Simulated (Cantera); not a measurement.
## Si + H2O + H2 (thermal oxidation and active oxidation of silicon)

A closed system holds: 1 mol Si, 0.38 mol H2O, 3.1 mol H2, at 1927 °C.

Cantera equilibrium calculation (NASA polynomials, part measured and part estimated; ideal gas, pure solids and liquids). Candidate condensed phases: H2O, Si, SiO2; 18 gas species. Gases not in the tables: Si2H6 and higher silanes. Kinetics and transport are ignored.

From 0.000750 Torr to 0.975 Torr nothing is condensed. From 5.78 Torr to 7500 Torr the condensed part is Si(l). The main Si-bearing gas is Si at 0.000750 Torr and SiO at 7500 Torr.

| P (Pa) | x H2 | x H | x Si | x SiO | x SiH | x Si2 | x H2O | x SiH2 | n Si(l) |
|---|---|---|---|---|---|---|---|---|---|
| 0.100 | 0.0227 | 0.849 | 0.0797 | 0.0488 | 5.31e-6 | 2.76e-7 | 2.22e-9 | 1.46e-9 | 0 |
| 0.600 | 0.107 | 0.753 | 0.0862 | 0.0529 | 3.06e-5 | 1.94e-6 | 1.05e-8 | 4.49e-8 | 0 |
| 3.60 | 0.311 | 0.524 | 0.102 | 0.0626 | 0.000151 | 1.63e-5 | 3.04e-8 | 9.24e-7 | 0 |
| 22 | 0.531 | 0.277 | 0.118 | 0.0731 | 0.000567 | 0.000134 | 5.22e-8 | 1.12e-5 | 0 |
| 130 | 0.664 | 0.127 | 0.126 | 0.0796 | 0.00164 | 0.000898 | 6.68e-8 | 8.81e-5 | 0 |
| 770 | 0.801 | 0.0574 | 0.0479 | 0.0907 | 0.00166 | 0.000767 | 2.42e-7 | 0.000239 | 0.403 |
| 4600 | 0.870 | 0.0245 | 0.00802 | 0.0964 | 0.000710 | 0.000128 | 1.67e-6 | 0.000259 | 0.583 |
| 28000 | 0.890 | 0.0100 | 0.00132 | 0.0978 | 0.000291 | 2.11e-5 | 1.05e-5 | 0.000265 | 0.613 |
| 170000 | 0.897 | 0.00409 | 0.000217 | 0.0982 | 0.000119 | 3.47e-6 | 6.46e-5 | 0.000267 | 0.618 |
| 1000000 | 0.900 | 0.00169 | 3.69e-5 | 0.0980 | 4.89e-5 | 5.90e-7 | 0.000381 | 0.000268 | 0.620 |
x: gas mole fraction; n: condensed amount in mol.
